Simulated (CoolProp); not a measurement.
Vapour-liquid equilibrium of isobutene (1) + n-butane (2) at 1.06 MPa; x and y are mole fractions of (1).

The numbers come from the multi-fluid Helmholtz-energy mixture model, Lemmon 2005 and Bücker 2006; pair parameters Bell 2016 in CoolProp.

```csv
x,"bubble temperature, mixture model (°C)","bubble temperature, Raoult's law (°C)","y, mixture model","y, Raoult's law"
0.05,81.6,81.7,0.059,0.060
0.2,79.9,80.3,0.227,0.232
0.35,78.5,78.9,0.385,0.395
0.5,77.1,77.5,0.535,0.548
0.65,75.9,76.2,0.680,0.693
0.8,74.8,75.0,0.820,0.829
0.95,73.7,73.7,0.956,0.958
```

The largest gap from Raoult's law is -0.4 K in bubble temperature, at x = 0.35. No azeotrope shows between x = 0.05 and 0.95.

Pair parameters are fitted to limited data, so mixtures are less certain than the pure fluids.
